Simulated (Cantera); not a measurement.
Input: 1 mol SiH2Cl2, 0.051 mol HCl, a varied amount of N2, held at 948.15 K and 0.940 bar.

Equilibrium computed with Cantera from the NASA thermochemical tables; the gas is ideal and each condensed phase is pure. Candidate condensed phases: NH4Cl, Si, Si3N4; 28 gas species. N2 is the only nitrogen source here; it is nearly inert below about 1500 K, so the nitride shown seldom forms there in practice. Equilibrium is a limit: real reactors are often held back by kinetics, nucleation or transport.

x: gas mole fraction; n: condensed amount in mol.

```tsv
n(N2) (mol)	x N2	x HCl	x H2	x SiCl4	x SiHCl3	n Si3N4(s)
19	0.910	0.0588	0.0211	0.0105	(withheld)	0.262
23	0.924	0.0503	0.0170	0.00851	(withheld)	0.264
28	0.937	0.0427	0.0136	0.00682	(withheld)	0.267
34	0.947	0.0362	0.0109	0.00546	(withheld)	0.269
42	0.957	0.0302	0.00857	0.00428	(withheld)	0.271
51	0.964	0.0255	0.00684	0.00342	(withheld)	0.274
62	0.970	0.0215	0.00544	0.00272	(withheld)	0.276
76	0.976	0.0180	0.00427	0.00213	(withheld)	0.278
93	0.980	0.0150	0.00336	0.00168	(withheld)	0.280
110	0.983	0.0129	0.00275	0.00137	(withheld)	0.282
140	0.987	0.0104	0.00205	0.00103	(withheld)	0.285
170	0.989	0.00872	0.00162	0.000812	(withheld)	0.287
210	0.991	0.00719	0.00126	0.000627	(withheld)	0.289
```

What belongs in the gaps?


- 19, x SiHCl3: 1.70e-5
- 23, x SiHCl3: 1.30e-5
- 28, x SiHCl3: 9.84e-6
- 34, x SiHCl3: 7.44e-6
- 42, x SiHCl3: 5.48e-6
- 51, x SiHCl3: 4.13e-6
- 62, x SiHCl3: 3.09e-6
- 76, x SiHCl3: 2.29e-6
- 93, x SiHCl3: 1.69e-6
- 110, x SiHCl3: 1.32e-6
- 140, x SiHCl3: 9.15e-7
- 170, x SiHCl3: 6.81e-7
- 210, x SiHCl3: 4.94e-7
